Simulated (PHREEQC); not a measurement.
A solution holds 0.0043 mol HNO3, 0.00058 mol CuSO4 and 0.079 mol MgCl2 per kg of water, at 25 °C. Closed to the air; pH follows from the charge balance.

Computed with PHREEQC (ion-association model, phreeqc.dat).

Each row changes one thing in this solution. Precipitation was switched off in this run.

| case | pH | Cu+2 (mol/kgw) | CuCl+ (mol/kgw) | CuCl2 (mol/kgw) | CuOH+ (mol/kgw) |
|---|---|---|---|---|---|
| as made | 2.47 | 0.000509 | 6.67e-5 | 2.64e-6 | 6.59e-10 |
| temperature from 25 to 15 °C | 2.47 | 0.000534 | 4.28e-5 | 1.53e-6 | 6.97e-10 |
| diluted 5-fold with water | 3.13 | 0.000111 | 4.58e-6 | 5.13e-8 | 8.99e-10 |
| temperature from 25 to 5 °C | 2.47 | 0.000551 | ? | 8.35e-7 | 7.24e-10 |
| CuSO4 replaced by Cu(NO3)2 at the same molality | 2.47 | 0.000510 | 6.68e-5 | 2.64e-6 | 6.57e-10 |
| HNO3 from 0.0043 to 0.00473 mol/kgw | 2.43 | 0.000509 | ? | 2.64e-6 | 5.99e-10 |

**Question.** What belongs in the gaps?

**Answer.** 
- temperature from 25 to 5 °C, CuCl+ (mol/kgw): 2.61e-5
- HNO3 from 0.0043 to 0.00473 mol/kgw, CuCl+ (mol/kgw): 6.66e-5

Constants without temperature data keep their 25 °C values here.
